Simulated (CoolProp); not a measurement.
Values from CoolProp's reference Helmholtz-energy equation of state, Lemmon 2006. It is a short technical equation, of lower accuracy than the large ones.

### Question
For n-decane, give the phase and the speed of sound (m/s), Joule-Thomson coefficient (K/MPa), Prandtl number at 268.9 K and 4.64 MPa; 499.5 K and 0.019 MPa.

### Answer
- 268.9 K and 4.64 MPa: liquid; speed of sound 1380, Joule-Thomson coefficient -0.463, Prandtl number 21.9
- 499.5 K and 0.019 MPa: gas; speed of sound 172, Joule-Thomson coefficient 17.5, Prandtl number 0.803

Viscosity comes from a separate model (Huber 2004). Thermal conductivity comes from a separate model (Huber 2005).
